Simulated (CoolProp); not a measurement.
A single-stage vapour-compression cycle with nitrous oxide: evaporating at 198.15 K (dew point), condensing at 236.15 K (bubble point), superheat 8 K, subcooling 0 K, compressor efficiency 0.7, no pressure losses. Each further row changes one setting.

Values from CoolProp's reference Helmholtz-energy equation of state, Lemmon 2006. It is a short technical equation, of lower accuracy than the large ones.

```
case                              cooling COP  pressure ratio  discharge temperature (K)  refrigerating effect (kJ/kg)  volumetric capacity (kJ/m³)
--------------------------------  -----------  --------------  -------------------------  ----------------------------  ---------------------------
as stated                                2.90            4.90                      331.7                           297                         1690
evaporating temperature 203.15 K         3.52            3.82                      316.6                           300                         2150
condensing temperature 231.15 K          3.44            4.11                      316.3                           307                         1740
subcooling 5 K                           2.99            4.90                      331.7                           307                         1740
superheat 18 K                           2.84            4.90                      346.0                           306                         1650
compressor efficiency 0.6                2.49            4.90                      349.3                           297                         1690
```
